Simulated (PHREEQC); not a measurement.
**Metal-bearing waste water (model solution)**

Consider water at 20 °C with 0.0019 mol ZnSO4, 0.0013 mol H3AsO4, 0.011 mol NaF and 0.0001 mol Na2SO4 per kg of water. Closed to the air; pH follows from the charge balance.

Model: ion-association model, wateq4f.dat, run in PHREEQC.

Each row changes one thing in this solution. No solid was allowed to form.

```csv
case,pH,ionic strength (mol/kgw),F- (mol/kgw),SO4-2 (mol/kgw),Zn+2 (mol/kgw),HF (mol/kgw),SI of Goslarite (ZnSO4:7H2O),SI of Mirabilite (Na2SO4:10H2O)
as made,4.01,0.0177,0.00963,0.00171,0.00156,0.00112,-4.01,-5.66
temperature from 20 to 30 °C,4.08,0.0176,0.00960,0.00170,0.00153,0.00113,-4.11,-6.14
temperature from 20 to 70 °C,4.39,0.0174,0.00949,0.00166,0.00145,0.00118,-4.45,-7.77
diluted 100-fold with water,4.95,0.000200,0.000108,1.99e-5,1.89e-5,1.64e-6,-7.48,-11.29
diluted 2-fold with water,4.06,0.00910,0.00490,0.000898,0.000833,0.000530,-4.45,-6.46
NaF from 0.011 to 0.022 mol/kgw,4.31,0.0284,0.0203,0.00172,0.00150,0.00114,-4.11,-5.14
```

At this temperature some constants are extrapolated from 25 °C, and those without enthalpy data are left unchanged. The database has no arsenate complexes of Zn.
